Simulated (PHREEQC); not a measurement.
Dissolve 0.01 mol HF, 0.034 mol KF, 0.00013 mol H4SiO4 and 0.44 mol HCl per kg of water at 70 °C. Closed to the air; pH follows from the charge balance.

Equilibrium calculation in PHREEQC: ion-association model, phreeqc.dat.

**Question.** The ionic strength comes out as 0.440 mol/kgw. What activity coefficients do HF2-, Cl-, K+, H+, SiF6-2 get?

**Answer.** HF2- 0.71, Cl- 0.64, K+ 0.63, H+ 0.75, SiF6-2 0.20.

This is a speciation only: nothing precipitates in the calculation. Species that the database lacks are ignored. At this temperature some constants are extrapolated from 25 °C, and those without enthalpy data are left unchanged. SiF6-2 is the database's only silicon fluoride.
